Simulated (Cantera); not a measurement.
A perfectly stirred reactor is fed with CH₄ : H₂ : CO₂ = 0.039 : 1 : 0.0089 (molar parts), at 30.8 Torr; it is held at 1850 K, and followed from long to short residence time.

Model: GRI-Mech 3.0 (53 species, 325 reactions), integrated in Cantera. GRI-Mech 3.0 stops at C3 and has no aromatics, soot or wall deposition, so with more carbon than oxygen in the feed, carbon stays in small species such as C2H2 where larger ones or solid carbon would form. Radical loss at walls, strong at low pressure, is not modelled.

x: mole fraction; the columns are a selection and need not sum to one.

```
τ (s)      x CH₄   x H₂     x CO₂       x H₂O      x O₂     x C₂H    x C₂H₂
-------  -------  -----  --------  ----------  --------  --------  --------
1.4      0.00513  0.962   7.88e-5  (withheld)  5.16e-12   3.86e-7    0.0142
0.52     0.00823  0.960  0.000192     0.00707  6.73e-12   3.44e-7    0.0132
0.19      0.0131  0.957  0.000509     0.00739  6.76e-12   2.72e-7    0.0111
0.071     0.0195  0.954   0.00131     0.00689  5.42e-12   1.81e-7   0.00795
0.026     0.0269  0.952   0.00304  (withheld)  3.07e-12   8.73e-8   0.00433
0.0096    0.0329  0.952   0.00556  (withheld)    <1e-12   2.37e-8   0.00147
0.0035    0.0360  0.953   0.00763  (withheld)    <1e-12   1.83e-9  0.000192
0.0013    0.0369  0.954   0.00834  (withheld)    <1e-12  2.87e-11   7.18e-6
0.00048   0.0371  0.954   0.00847  (withheld)    <1e-12    <1e-12   1.30e-7
0.00018   0.0372  0.954   0.00849  (withheld)    <1e-12    <1e-12   2.27e-9
```

Question: Fill in the missing entries.

Answer: 
- 1.4, x H₂O: 0.00597
- 0.026, x H₂O: 0.00531
- 0.0096, x H₂O: 0.00288
- 0.0035, x H₂O: 0.000852
- 0.0013, x H₂O: 0.000145
- 0.00048, x H₂O: 2.04e-5
- 0.00018, x H₂O: 2.87e-6
